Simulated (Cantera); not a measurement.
Charge: 1 mol Si, 7.1 mol H₂, held at 0.100 bar.

Cantera equilibrium calculation (NASA polynomials, part measured and part estimated; ideal gas, pure solids and liquids). Candidate condensed phases: Si; 9 gas species. Gases not in the tables: Si₂H₆ and higher silanes. Rates play no part.

x: gas mole fraction; n: condensed amount in mol.

```csv
T (K),x H₂,x H,x SiH₂,x Si,x SiH,x SiH₄,x Si₂,n Si(s),n Si(l)
500,1.00,<1e-12,<1e-12,<1e-12,<1e-12,1.93e-9,<1e-12,1.00,0
600,1.00,<1e-12,<1e-12,<1e-12,<1e-12,?,<1e-12,1.00,0
700,1.00,<1e-12,<1e-12,<1e-12,<1e-12,1.21e-8,<1e-12,1.00,0
800,1.00,9.16e-12,<1e-12,<1e-12,<1e-12,2.04e-8,<1e-12,1.00,0
900,1.00,3.70e-10,3.71e-12,<1e-12,<1e-12,3.02e-8,<1e-12,1.00,0
1000,1.00,7.18e-9,9.37e-11,<1e-12,<1e-12,4.12e-8,<1e-12,1.00,0
1100,1.00,8.18e-8,1.32e-9,<1e-12,2.25e-12,5.28e-8,<1e-12,1.00,0
1200,1.000,6.24e-7,1.19e-8,1.39e-11,6.58e-11,6.50e-8,<1e-12,1.000,0
1300,1.000,?,?,?,?,?,<1e-12,1.000,0
1400,1.000,1.54e-5,3.77e-7,8.23e-9,1.30e-8,9.00e-8,4.89e-12,1.000,0
1500,1.000,5.57e-5,1.50e-6,1.05e-7,1.07e-7,1.03e-7,1.35e-10,1.000,0
1600,1.000,0.000172,5.00e-6,9.75e-7,6.72e-7,1.15e-7,2.43e-9,1.000,0
1700,1.000,0.000466,1.42e-5,6.79e-6,3.32e-6,1.25e-7,2.97e-8,0,1.000
```

**Question.** What belongs in the gaps?

**Answer.** 
- 600, x SiH₄: 5.78e-9
- 1300, x H: 3.50e-6
- 1300, x SiH₂: 7.65e-8
- 1300, x Si: 4.33e-10
- 1300, x SiH: 1.14e-9
- 1300, x SiH₄: 7.74e-8
